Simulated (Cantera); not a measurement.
Charge: 1 mol Si, 5.5 mol HF, 7.6 mol F2, at 10.0 Torr.

These are equilibrium values from Cantera (NASA tables, ideal gas, pure condensed phases), not measurements of a reactor. Candidate condensed phases: Si; 25 gas species. Equilibrium is a limit: real reactors are often held back by kinetics, nucleation or transport.

At 1398 K, list the 4 most abundant gas species with their mole fractions, and the condensed phases.

F 0.630, HF 0.311, SiF4 0.0566, F2 0.00189. Condensed: gas only.
